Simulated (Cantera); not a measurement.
# Gas activation for diamond growth

An isothermal, constant-pressure homogeneous reactor starts with 1.38 % CH₄, 98.6 % H₂, at 2225 K and 0.0780 atm.

Cantera simulation using GRI-Mech 3.0 (53 species, 325 reactions); the numbers are that mechanism's predictions, not measurements. GRI-Mech 3.0 stops at C3 and has no aromatics, soot or wall deposition, so with more carbon than oxygen in the feed, carbon stays in small species such as C2H2 where larger ones or solid carbon would form.

| t (s) | x CH₄ | x H₂ | x C₂H₆ | x H | x C₂H₂ |
|---|---|---|---|---|---|
| 0.000500 | 0.0121 | 0.981 | 6.04e-7 | 0.00561 | 0.000116 |
| 0.00135 | 0.00873 | 0.976 | 7.58e-7 | 0.0115 | 0.00144 |
| 0.00364 | 0.00340 | 0.975 | 1.59e-7 | 0.0156 | 0.00454 |
| 0.00981 | 0.000885 | 0.974 | 1.27e-8 | 0.0185 | 0.00614 |
| 0.0265 | 0.000227 | 0.972 | 9.32e-10 | 0.0208 | 0.00657 |
| 0.0714 | 6.78e-5 | 0.971 | 9.12e-11 | 0.0223 | 0.00668 |
| 0.193 | 3.19e-5 | 0.970 | 2.27e-11 | 0.0228 | 0.00670 |
| 0.519 | 2.83e-5 | 0.970 | 1.84e-11 | 0.0229 | 0.00670 |
| 1.40 | 2.82e-5 | 0.970 | 1.83e-11 | 0.0229 | 0.00670 |
| 3.78 | 2.82e-5 | 0.970 | 1.83e-11 | 0.0229 | 0.00670 |
| 10.2 | 2.82e-5 | 0.970 | 1.83e-11 | 0.0229 | 0.00670 |
| 27.5 | 2.82e-5 | 0.970 | 1.83e-11 | 0.0229 | 0.00670 |
| 74.1 | 2.82e-5 | 0.970 | 1.83e-11 | 0.0229 | 0.00670 |
| 200 | 2.82e-5 | 0.970 | 1.83e-11 | 0.0229 | 0.00670 |
x: mole fraction; the columns are a selection and need not sum to one.

Equilibrium at this temperature and pressure: CH₄ 2.83e-5, H₂ 0.970, C₂H₆ 1.85e-11, H 0.0229, C₂H₂ 0.00670 (gas phase only).
